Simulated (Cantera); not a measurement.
**Hydrogen reduction and annealing atmospheres: V₂O₃ + H₂ + N₂**

Input: 1 mol V₂O₃, 1.4 mol H₂, 0.9 mol N₂, at 527 °C.

Equilibrium computed with Cantera from the NASA thermochemical tables; the gas is ideal and each condensed phase is pure. Candidate condensed phases: H₂O, V, VN, VO, V₂O₃, V₂O₄, V₂O₅; 28 gas species. VN: taken at fixed stoichiometry. Condensed phases not in the tables: the oxides between V₂O₃ and V₂O₅ other than VO₂, V₂N. Kinetics and transport are ignored.

At 10.0 Pa the condensed part is V₂O₃(s). From 1.00 mbar to 10.0 bar the condensed part is VN(s) + V₂O₃(s).

```csv
P (Pa),log p H₂,log p N₂,log p NH₃,log p H₂O,n V₂O₃(s),n VN(s)
10,-4.22,-4.41,-11.05,-7.95,1.000,0
100,-3.22,-3.41,-9.05,-6.62,1.000,0.000369
1000,-2.22,-2.41,-7.05,-5.29,1.000,0.000795
10000,-1.22,-1.41,-5.05,-3.95,0.999,0.00171
100000,-0.22,-0.41,-3.05,-2.62,0.998,0.00367
1000000,0.78,0.59,-1.07,-1.29,0.996,0.00771
```
log p: log10 of the partial pressure in bar; n: condensed amount in mol.
